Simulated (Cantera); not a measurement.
A Cantera script and its output.

```python
import numpy as np
import cantera as ct

gas = ct.Solution("gri30.yaml")
gas.TPX = 575, 27000, {'CH4': 1, 'C2H6': 1.4, 'C3H8': 0.11, 'O2': 13.5, 'N2': 104, 'H2O': 15}
inlet = ct.Reservoir(gas, clone=True)
gas.equilibrate("HP")  # start burning
reactor = ct.IdealGasConstPressureReactor(gas, energy="on", clone=False)
exhaust = ct.Reservoir(gas, clone=True)
tau = [0.056, 0.029, 0.015, 0.0081, 0.0043, 0.0022, 0.0012, 0.00062, 0.00033, 0.00017, 9e-05, 4.7e-05][0]
for a, b in ((inlet, reactor), (reactor, exhaust)):
    ct.MassFlowController(a, b, mdot=lambda t: reactor.mass / tau)
net = ct.ReactorNet([reactor])
show = ['CH4', 'C2H6', 'C3H8', 'CH2O', 'C2H', 'H2']

rows = []
print(f"{'tau/s':>10s}{'T/K':>9s}" + "".join(f"{s:>11s}" for s in show))
for tau in [0.056, 0.029, 0.015, 0.0081, 0.0043, 0.0022, 0.0012, 0.00062, 0.00033, 0.00017, 9e-05, 4.7e-05]:
    net.initial_time = 0.0
    net.advance(30 * tau)
    before = gas.X
    net.advance(40 * tau)
    drift = np.max(np.abs(gas.X - before) / (gas.X + 1e-9))
    rows.append([gas.T, *gas[show].X, drift])
    print(f"{tau:10.3e}{gas.T:9.1f}" + "".join(f"{x:11.3e}" for x in gas[show].X))
```

Result:

```
     tau/s      T/K        CH4       C2H6       C3H8       CH2O        C2H         H2
 5.600e-02   1203.7  5.956e-05  1.892e-05  1.517e-06  9.457e-06  3.866e-11  3.829e-04
 2.900e-02   1184.8  1.233e-04  3.700e-05  2.899e-06  1.904e-05  3.857e-11  6.310e-04
 1.500e-02    575.0  7.407e-03  1.037e-02  8.148e-04  6.281e-18  8.056e-45  3.576e-17
 8.100e-03    575.0  7.407e-03  1.037e-02  8.148e-04  5.289e-21  6.334e-48  2.816e-20
 4.300e-03    575.0  7.407e-03  1.037e-02  8.148e-04  3.841e-22  1.756e-49  1.612e-21
 2.200e-03    575.0  7.407e-03  1.037e-02  8.148e-04  4.281e-23  6.093e-51  1.018e-22
 1.200e-03    575.0  7.407e-03  1.037e-02  8.148e-04  7.678e-24  2.192e-52  6.433e-24
 6.200e-04    575.0  7.407e-03  1.037e-02  8.148e-04  1.739e-24  9.734e-54  4.064e-25
 3.300e-04    575.0  7.407e-03  1.037e-02  8.148e-04  4.515e-25  4.712e-55  2.568e-26
 1.700e-04    575.0  7.407e-03  1.037e-02  8.148e-04  1.177e-25  2.568e-56  1.628e-27
 9.000e-05    575.0  7.407e-03  1.037e-02  8.148e-04  3.208e-26  1.438e-57  1.054e-28
 4.700e-05    575.0  7.407e-03  1.037e-02  8.148e-04  8.715e-27  8.303e-59  7.802e-30
```

Detailed kinetics in Cantera: GRI-Mech 3.0 (53 species, 325 reactions).
